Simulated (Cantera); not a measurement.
**Moist CO burnout**

An isothermal, constant-pressure homogeneous reactor starts with 0.703 % CO, 2.62 % O₂, 2.72 % H₂O, 93.7 % N₂, 0.244 % H₂, at 1098 K and 0.630 bar.

Detailed kinetics in Cantera: GRI-Mech 3.0 (53 species, 325 reactions).

```tsv
t (s)	x CO	x O₂	x H₂O	x OH	x NO₂	x H₂	x H
8.00e-6	0.00703	0.0262	0.0272	<1e-12	<1e-12	0.00244	2.66e-12
6.00e-5	0.00703	0.0262	0.0272	1.51e-11	<1e-12	0.00244	2.64e-11
0.000450	0.00703	0.0262	0.0272	8.93e-10	<1e-12	0.00244	1.43e-9
0.00337	0.00518	0.0242	0.0292	0.000116	3.94e-11	0.000388	0.000118
0.0253	0.000886	0.0220	0.0297	3.02e-5	5.17e-10	2.43e-5	3.88e-6
0.190	2.59e-5	0.0216	0.0297	6.48e-6	1.86e-9	6.06e-7	2.54e-8
1.42	2.37e-7	0.0216	0.0298	1.08e-6	5.06e-10	8.81e-9	6.46e-11
10.7	2.82e-10	0.0216	0.0298	3.13e-7	1.95e-10	5.04e-10	1.19e-12
80.0	8.03e-11	0.0216	0.0298	2.37e-7	2.53e-10	3.35e-10	<1e-12
```
x: mole fraction; the columns are a selection and need not sum to one.

Equilibrium at this temperature and pressure: CO 7.69e-11, O₂ 0.0216, H₂O 0.0298, OH 2.29e-7, NO₂ 2.16e-7, H₂ 3.22e-10, H <1e-12 (gas phase only).
